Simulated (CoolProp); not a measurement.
A single-stage vapour-compression cycle with isohexane: evaporating at 277.15 K (dew point), condensing at 311.15 K (bubble point), superheat 10 K, subcooling 8 K, compressor efficiency 0.85, no pressure losses. Each further row changes one setting.

The numbers come from the reference Helmholtz-energy equation of state, Lemmon 2006 in CoolProp. It is a short technical equation, of lower accuracy than the large ones.

```
case                              cooling COP  pressure ratio  discharge temperature (K)  refrigerating effect (kJ/kg)  volumetric capacity (kJ/m³)
--------------------------------  -----------  --------------  -------------------------  ----------------------------  ---------------------------
as stated                                6.53            4.30                      317.6                           319                          127
evaporating temperature 282.15 K         7.95            3.38                      317.7                           327                          163
condensing temperature 306.15 K          7.81            3.55                      313.6                           331                          132
subcooling 13 K                          6.76            4.30                      317.6                           331                          132
superheat 20 K                           6.63            4.30                      327.7                           336                          129
compressor efficiency 0.75               5.76            4.30                      321.3                           319                          127
```
